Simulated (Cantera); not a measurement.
Input: 1 mol Si3N4, 0.22 mol H2, held at 5.00 bar.

Cantera equilibrium calculation (NASA polynomials, part measured and part estimated; ideal gas, pure solids and liquids). Candidate condensed phases: Si, Si3N4; 18 gas species. Mutual solubility and eutectic melting of coexisting phases are not modelled. Gases not in the tables: Si2H6 and higher silanes. Equilibrium is a limit: real reactors are often held back by kinetics, nucleation or transport.

Task: Which condensed phases are stable at each of these points (T (K)): 1848, 1923, 1998, 2073, 2148, 2223, 2298, 2373, 2448, 2523, 2598?

Result: 
| T (K) | condensed phases | Si condensed (%) |
|---|---|---|
| 1848 | Si(l) + Si3N4(s) | 100.0 |
| 1923 | Si(l) + Si3N4(s) | 100.0 |
| 1998 | Si(l) + Si3N4(s) | 100.0 |
| 2073 | Si(l) + Si3N4(s) | 100.0 |
| 2148 | Si(l) + Si3N4(s) | 100.0 |
| 2223 | Si(l) + Si3N4(s) | 100.0 |
| 2298 | Si(l) | 100.0 |
| 2373 | Si(l) | 99.9 |
| 2448 | Si(l) | 99.9 |
| 2523 | Si(l) | 99.8 |
| 2598 | Si(l) | 99.7 |

From 1848 K to 2223 K the condensed part is Si(l) + Si3N4(s). From 2298 K to 2598 K the condensed part is Si(l).
